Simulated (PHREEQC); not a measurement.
A solution holds 0.0011 mol HNO3 and 0.062 mol K2SO4 per kg of water, at 46 °C. Closed to the air; pH follows from the charge balance.

The numbers come from PHREEQC with the ion-association model, phreeqc.dat.

Precipitation was switched off in this run.

Predict the pH, ionic strength, density.

pH 3.59; ionic strength 0.156 mol/kgw; density 0.998 g/cm³.

In which forms is K present?

K+ 88 %, KSO4- 12 % of the K.

At this temperature some constants are extrapolated from 25 °C, and those without enthalpy data are left unchanged.
